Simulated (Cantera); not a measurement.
## Stirred combustor or abatement burner

A perfectly stirred reactor is fed with 14.4 % CH4, 18.0 % O2, 67.6 % N2, equivalence ratio 1.6, at 640000 Pa; it is adiabatic with a 700 K inlet, and is followed from long to short residence time, starting on the burning branch (τ in s: 0.15, 0.064, 0.028, 0.012, 0.0052, 0.0022, 0.00096, 0.00042, 0.00018, 7.8e-05).

Cantera simulation using GRI-Mech 3.0 (53 species, 325 reactions); the numbers are that mechanism's predictions, not measurements.

| τ (s) | T (K) | x CH4 | x O2 | x C2H2 | x CO2 | x C2H4 |
|---|---|---|---|---|---|---|
| 0.15 | 2127 | 0.000260 | 2.06e-5 | 1.69e-5 | 0.0325 | 1.48e-7 |
| 0.064 | 2128 | 0.000538 | 4.69e-5 | 7.10e-5 | 0.0326 | 6.47e-7 |
| 0.028 | 2130 | 0.00101 | 0.000103 | 0.000240 | 0.0329 | 2.37e-6 |
| 0.012 | 2133 | 0.00176 | 0.000228 | 0.000664 | 0.0333 | 7.50e-6 |
| 0.0052 | 2136 | 0.00275 | 0.000490 | 0.00141 | 0.0339 | 1.99e-5 |
| 0.0022 | 2137 | 0.00401 | 0.00106 | 0.00246 | 0.0344 | 4.82e-5 |
| 0.00096 | 2132 | 0.00550 | 0.00219 | 0.00352 | 0.0346 | 0.000106 |
| 0.00042 | 2114 | 0.00748 | 0.00453 | 0.00443 | 0.0338 | 0.000228 |
| 0.00018 | 2063 | 0.0112 | 0.0104 | 0.00497 | 0.0308 | 0.000551 |
| 7.8e-5 | 700 | 0.144 | 0.180 | <1e-12 | <1e-12 | <1e-12 |
x: mole fraction; the columns are a selection and need not sum to one.
